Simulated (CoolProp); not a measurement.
Vapour-liquid equilibrium of acetone (1) + ethanol (2) at 0.761 MPa; x and y are mole fractions of (1).

Values from CoolProp's multi-fluid Helmholtz-energy mixture model, Lemmon 2006 and Schroeder 2014; pair parameters Bell 2016.

### Question
Give the bubble temperature and the first vapour's composition at x = 0.35, 0.8, 0.95. Is there an azeotrope?

### Answer
x = 0.35: 405.5 K, y = 0.432; x = 0.8: 402.6 K, y = 0.799; x = 0.95: 403.1 K, y = 0.944. y crosses x between x = 0.65 and 0.8: the model has an azeotrope there.

Pair parameters are fitted to limited data, so mixtures are less certain than the pure fluids.
